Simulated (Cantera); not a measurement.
A diamond (100) surface in a fixed gas of H2 with x(CH4) = 0.0045, x(H) = 0.00027, x(CH3) = 0.00039, 11.3 Torr; coverages are run to steady state.

Computed with Cantera and the Harris–Goodwin 1993 mechanism for the reconstructed diamond (100) surface.

One state of this run: growth (µm/h) = 0.0561; θ c6HH = 0.531; θ c6H* = 0.0405; θ c6*H = 0.416; θ c6** = 0.0118; θ c6HM = 8.87e-5. θ: site fractions in the mechanism's names (c6HH fully hydrogenated, c6H* and c6*H radical sites, c6** diradical, c6HM methylated).

Task: Which value of T (K) does it belong to?
(A) 1175
(B) 1025
(C) 1325
(D) 1250

Result: C, 1325
